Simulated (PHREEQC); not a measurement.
Consider water at 10 °C with 0.001 mol/kgw Na2SeO3 and 0.024 mol/kgw H2SO4. Closed to the air; pH follows from the charge balance.

Model: ion-association model, wateq4f.dat, run in PHREEQC.

No solid was allowed to form.

### Question
Estimate the pH, ionic strength.

### Answer
pH 1.55; ionic strength 0.0460 mol/kgw.

### Question
In which forms is Se present?

### Answer
H2SeO3 93 %, HSeO3- 7.1 % of the Se.

Away from 25 °C the constants follow the database's enthalpies or fits; those with neither stay at their 25 °C values.
